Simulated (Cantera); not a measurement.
Pyrogenic steam for wet oxidation

A perfectly stirred reactor is fed with H2 : O2 : N2 = 1.4 : 1 : 0.68 (molar parts), at 0.132 atm; it is held at 1050 K, and followed from long to short residence time.

Computed with Cantera and the H2/O2 subset of GRI-Mech 3.0, which has no nitrogen chemistry. The temperature is held fixed by assumption; the heat of reaction is taken as removed at once.

| τ (s) | x H2 | x O2 | x H | x H2O2 | x OH | x HO2 | x H2O |
|---|---|---|---|---|---|---|---|
| 4.2 | 0.000720 | 0.126 | 6.70e-6 | 1.83e-6 | 0.000101 | 1.54e-5 | 0.587 |
| 1.5 | 0.00136 | 0.127 | 1.87e-5 | 2.82e-6 | 0.000148 | 2.35e-5 | 0.586 |
| 0.52 | 0.00256 | 0.127 | 5.36e-5 | 3.78e-6 | 0.000226 | 3.30e-5 | 0.585 |
| 0.18 | 0.00470 | 0.128 | 0.000154 | 4.47e-6 | 0.000352 | 4.27e-5 | 0.582 |
| 0.063 | 0.00842 | 0.129 | 0.000432 | 4.90e-6 | 0.000549 | 5.14e-5 | 0.576 |
| 0.022 | 0.0149 | 0.132 | 0.00120 | 5.16e-6 | 0.000861 | 5.88e-5 | 0.567 |
| 0.0077 | 0.0260 | 0.137 | 0.00326 | 5.29e-6 | 0.00134 | 6.46e-5 | 0.550 |
| 0.0027 | 0.0446 | 0.145 | 0.00846 | 5.23e-6 | 0.00207 | 6.90e-5 | 0.520 |
| 0.00094 | 0.0754 | 0.159 | 0.0206 | 4.86e-6 | 0.00308 | 7.17e-5 | 0.468 |
| 0.00033 | 0.123 | 0.181 | 0.0439 | 4.12e-6 | 0.00426 | 7.12e-5 | 0.383 |
x: mole fraction; the columns are a selection and need not sum to one.
